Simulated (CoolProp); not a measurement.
Octamethylcyclotetrasiloxane (D4) along the isotherm 620 K: fugacity coefficient from the reference equation and from simpler models built on Tc = 586.5 K, pc = 13.47 bar, ω = 0.598; each cubic takes its own stable root.

Values from CoolProp's reference Helmholtz-energy equation of state, Thol 2015.

```csv
p (bar),phase,reference,van der Waals,Soave-Redlich-Kwong
2.02,gas,0.9578,0.9613,0.9596
4.04,gas,0.9163,0.9228,0.9200
6.06,gas,0.8754,0.8844,0.8811
8.08,gas,0.8352,0.8460,0.8428
10.1,gas,0.7955,0.8074,0.8050
12.1,gas,0.7567,0.7686,0.7680
14.1,supercritical,0.7183,0.7286,0.7314
16.2,supercritical,0.6783,0.6835,0.6931
18.2,supercritical,0.6404,0.6382,0.6570
20.2,supercritical,0.6033,0.5983,0.6220
```
